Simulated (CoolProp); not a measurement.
C2F6 (R116) at several states: Z from the reference equation and from simpler models built on Tc = 293.0 K, pc = 30.48 bar, ω = 0.257; each cubic takes its own stable root.

The numbers come from the reference Helmholtz-energy equation of state, Lemmon 2006 in CoolProp. It is a short technical equation, of lower accuracy than the large ones.

```json
[
 {"T (K)": "409.4", "p (bar)": "16.2", "phase": "gas", "reference": "0.9493"},
 {"T (K)": "205.2", "p (bar)": "3.39", "phase": "liquid", "reference": "0.01758"},
 {"T (K)": "248.8", "p (bar)": "19.2", "phase": "liquid", "reference": "0.09565"},
 {"T (K)": "276.7", "p (bar)": "101", "phase": "liquid", "reference": "0.4718"},
 {"T (K)": "317.4", "p (bar)": "26.1", "phase": "gas", "reference": "0.7412"}
]
```

Task: How far does each simpler model (Redlich-Kwong, Soave-Redlich-Kwong) lie from the reference over these 5 states: mean and median of the absolute difference, and the worst?

Result: 
- Redlich-Kwong: mean 6.5 %, median 6.6 %, worst +13.4 % at 248.8 K and 19.2 bar
- Soave-Redlich-Kwong: mean 3.8 %, median 4.8 %, worst +8.0 % at 248.8 K and 19.2 bar
